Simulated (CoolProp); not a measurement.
Octamethylcyclotetrasiloxane (D4) along the isobar 1.01 bar: fugacity coefficient from the reference equation and from simpler models built on Tc = 586.5 K, pc = 13.47 bar, ω = 0.598; each cubic takes its own stable root.

Model: reference Helmholtz-energy equation of state, Thol 2015, in CoolProp.

| T (K) | phase | reference | van der Waals | Redlich-Kwong | Soave-Redlich-Kwong | Peng-Robinson |
|---|---|---|---|---|---|---|
| 504.3 | gas | 0.9538 | 0.9682 | 0.9610 | 0.9554 | 0.9523 |
| 513.2 | gas | 0.9567 | 0.9695 | 0.9629 | 0.9581 | 0.9550 |
| 522.1 | gas | 0.9593 | 0.9707 | 0.9646 | 0.9606 | 0.9576 |
| 531 | gas | 0.9618 | 0.9718 | 0.9662 | 0.9629 | 0.9599 |
| 539.9 | gas | 0.9641 | 0.9729 | 0.9678 | 0.9651 | 0.9621 |
| 548.8 | gas | 0.9662 | 0.9739 | 0.9693 | 0.9672 | 0.9642 |
| 557.7 | gas | 0.9682 | 0.9749 | 0.9706 | 0.9691 | 0.9662 |
| 566.6 | gas | 0.9701 | 0.9759 | 0.9719 | 0.9709 | 0.9680 |
| 575.5 | gas | 0.9718 | 0.9767 | 0.9731 | 0.9726 | 0.9698 |
| 584.4 | gas | 0.9734 | 0.9776 | 0.9743 | 0.9742 | 0.9714 |
| 593.3 | gas | 0.9749 | 0.9784 | 0.9754 | 0.9757 | 0.9729 |
| 602.2 | gas | 0.9763 | 0.9792 | 0.9764 | 0.9771 | 0.9744 |
| 611.1 | gas | 0.9776 | 0.9799 | 0.9774 | 0.9785 | 0.9758 |
| 620 | gas | 0.9788 | 0.9806 | 0.9784 | 0.9797 | 0.9771 |
